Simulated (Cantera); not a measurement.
What does this Cantera script print?

```python
import numpy as np
import cantera as ct

gas_names = """
    C CH CH2 CH3 CH2OH CH3O CH4 CH3OH CN CO CO2 COOH C2 C2H CHCO,ketyl C2H2,acetylene C2H2,vinylidene
    CH2CO,ketene C2H3,vinyl CH3CN CH3CO,acetyl C2H4 C2H4O,ethylen CH3CHO,ethanal CH3COOH (HCOOH)2 C2H5
    C2H6 CH3OCH3 C2H5OH CCN CNC C2N2 C2O C3 C3H3,propargyl C3H4,allene C3H4,propyne C3H4,cyclo-
    C3H5,allyl C3H6,propylene C3H6,cyclo- C3H6O C3H7,n-propyl C3H7,i-propyl C3H8 C3H8O,1propanol
    C3H8O,2propanol C3O2 C4 C4H2 C4H4,1,3-cyclo- C4H6,butadiene C4H6,2-butyne C4H6,cyclo- C4H8,1-butene
    C4H8,cis2-buten C4H8,tr2-butene C4H8,isobutene C4H8,cyclo- (CH3COOH)2 C4H9,n-butyl C4H9,i-butyl
    C4H9,s-butyl C4H9,t-butyl C4H10,isobutane C4H10,n-butane C4N2 C5 C5H6,1,3cyclo- C5H8,cyclo-
    C5H10,1-pentene C5H10,cyclo- C5H11,pentyl C5H11,t-pentyl C5H12,n-pentane C5H12,i-pentane
    CH3C(CH3)2CH3 C6H2 C6H5,phenyl C6H5O,phenoxy C6H6 C6H5OH,phenol C6H10,cyclo- C6H12,1-hexene
    C6H12,cyclo- C6H13,n-hexyl C7H7,benzyl C7H8 C7H8O,cresol C7H14,1-heptene C7H15,n-heptyl
    C7H16,n-heptane C8H8,styrene C8H10,ethylbenz C8H16,1-octene C8H17,n-octyl C8H18,isooctane
    C8H18,n-octane C9H19,n-nonyl C10H8,naphthale C10H21,n-decyl C12H9,o-bipheny C12H10,bipheny Cu CuO
    Cu2 H HCN HCO HCCN HNC HNCO HNO HNO2 HNO3 HO2 H2 HCHO,formaldehy HCOOH H2O H2O2 N NCO NH NH2 NH3
    NH2OH NO NO2 NO3 N2 N2H2 N2H4 N2O O OH O2 O3
""".split()
cond_names = """
    C(gr) C6H6(L) C7H8(L) C8H18(L),n-octa Cu(cr) Cu(L) CuO(s) CuO2H2(s) Cu2O(s) Cu2O(L) H2O(s) H2O(L)
""".split()


def load(file, names, dense=False):
    # The tables refer to 1 bar. Condensed volumes are neglected.
    table = {s.name: s for s in ct.Species.list_from_file(file)}
    out = []
    for n in names:
        d = dict(table[n].input_data)
        d["thermo"] = dict(d["thermo"], **{"reference-pressure": 1e5})
        if dense:
            d["equation-of-state"] = {"model": "constant-volume", "density": "1e6 g/cm^3"}
        out.append(ct.Species.from_dict(d))
    return out


gas = ct.Solution(thermo="ideal-gas", species=load("nasa_gas.yaml", gas_names))
cond = {s.name: ct.Solution(thermo="fixed-stoichiometry", species=[s], name=s.name)
        for s in load("nasa_condensed.yaml", cond_names, dense=True)}
atoms = {
    'CuO': {'Cu': 1, 'O': 1},
    'CH4': {'C': 1, 'H': 4},
    'N2': {'N': 2},
}
top_T = {'C(gr)': 4500, 'CuO(s)': 1390}  # K; cautious upper limits of use, not melting points


def equilibrate(T, P, feed):
    n = {}
    for name, mol in feed.items():
        for a, k in atoms[name].items():
            n[a] = n.get(a, 0.0) + k * mol
    gas.TPX = T, P, n
    mass = sum(n.values()) * gas.mean_molecular_weight
    gas.equilibrate("TP")
    valid = [c for c in cond.values() if c.min_temp <= T <= top_T.get(c.name, c.max_temp)]
    mix = ct.Mixture([(gas, mass / gas.mean_molecular_weight)] + [(c, 0.0) for c in valid])
    mix.T, mix.P = T, P
    mix.equilibrate("TP", solver="vcs", rtol=1e-11, max_steps=5000)
    return mix


results = []
feed = {'CuO': 1, 'CH4': 3.6, 'N2': 2.3}  # mol
P = 1333.22  # Pa
for T in [1300, 1400, 1500, 1600, 1700, 1800, 1900, 2000, 2100, 2200]:
    mix = equilibrate(T, P, feed)
    results.append((T, P, feed, dict(zip(mix.species_names, mix.species_moles))))
    x = sorted(zip(gas.X, gas.species_names), reverse=True)
    print(f"T = {T:g} K  P = {P:g} Pa  gas = {mix.phase_moles(0):.4g} mol")
    print("   x: " + "  ".join(f"{s} {v:.3e}" for v, s in x if v > 1e-05))
    print("   condensed (mol): " + ("  ".join(f"{mix.phase(i).name} {mix.phase_moles(i):.4g}"
          for i in range(1, mix.n_phases) if mix.phase_moles(i) > 1e-12) or "none"))
```

Result:

```
T = 1300 K  P = 1333.22 Pa  gas = 10.5 mol
   x: H2 6.856e-01  N2 2.190e-01  CO 9.523e-02  HCN 8.022e-05  CH4 4.928e-05  Cu 1.183e-05
   condensed (mol): C(gr) 2.599  Cu(cr) 0.9999
T = 1400 K  P = 1333.22 Pa  gas = 10.5 mol
   x: H2 6.855e-01  N2 2.189e-01  CO 9.523e-02  HCN 1.922e-04  Cu 1.012e-04  H 3.488e-05  CH4 2.706e-05
   condensed (mol): C(gr) 2.598  Cu(L) 0.9989
T = 1500 K  P = 1333.22 Pa  gas = 10.51 mol
   x: H2 6.849e-01  N2 2.187e-01  CO 9.517e-02  Cu 6.169e-04  HCN 4.092e-04  H 1.262e-04  CH4 1.607e-05
   condensed (mol): C(gr) 2.595  Cu(L) 0.9935
T = 1600 K  P = 1333.22 Pa  gas = 10.53 mol
   x: H2 6.829e-01  N2 2.179e-01  CO 9.494e-02  Cu 2.982e-03  HCN 7.896e-04  H 3.891e-04  C2H2,acetylene 1.878e-05  HNC 1.807e-05  CH4 1.015e-05
   condensed (mol): C(gr) 2.591  Cu(L) 0.9685
T = 1700 K  P = 1333.22 Pa  gas = 10.63 mol
   x: H2 6.759e-01  N2 2.156e-01  CO 9.405e-02  Cu 1.191e-02  HCN 1.398e-03  H 1.049e-03  C2H2,acetylene 4.961e-05  HNC 4.182e-05  Cu2 1.441e-05
   condensed (mol): C(gr) 2.584  Cu(L) 0.873
T = 1800 K  P = 1333.22 Pa  gas = 10.96 mol
   x: H2 6.544e-01  N2 2.087e-01  CO 9.124e-02  Cu 4.061e-02  H 2.509e-03  HCN 2.269e-03  C2H2,acetylene 1.148e-04  HNC 8.610e-05  Cu2 7.787e-05
   condensed (mol): C(gr) 2.572  Cu(L) 0.5532
T = 1900 K  P = 1333.22 Pa  gas = 11.53 mol
   x: H2 6.198e-01  N2 1.977e-01  CO 8.674e-02  Cu 8.638e-02  H 5.411e-03  HCN 3.410e-03  C2H2,acetylene 2.366e-04  Cu2 1.773e-04  HNC 1.600e-04
   condensed (mol): C(gr) 2.553
T = 2000 K  P = 1333.22 Pa  gas = 11.56 mol
   x: H2 6.140e-01  N2 1.962e-01  CO 8.649e-02  Cu 8.629e-02  H 1.104e-02  HCN 5.118e-03  C2H2,acetylene 4.717e-04  HNC 2.908e-04  Cu2 9.528e-05
   condensed (mol): C(gr) 2.526
T = 2100 K  P = 1333.22 Pa  gas = 11.62 mol
   x: H2 6.043e-01  N2 1.940e-01  CO 8.605e-02  Cu 8.594e-02  H 2.098e-02  HCN 7.343e-03  C2H2,acetylene 8.729e-04  HNC 4.959e-04  Cu2 5.392e-05
   condensed (mol): C(gr) 2.488
T = 2200 K  P = 1333.22 Pa  gas = 11.72 mol
   x: H2 5.887e-01  N2 1.908e-01  CO 8.533e-02  Cu 8.527e-02  H 3.743e-02  HCN 1.010e-02  C2H2,acetylene 1.509e-03  HNC 7.978e-04  Cu2 3.182e-05  CN 2.286e-05
   condensed (mol): C(gr) 2.436
```

Equilibrium computed with Cantera from the NASA thermochemical tables; the gas is ideal and each condensed phase is pure.
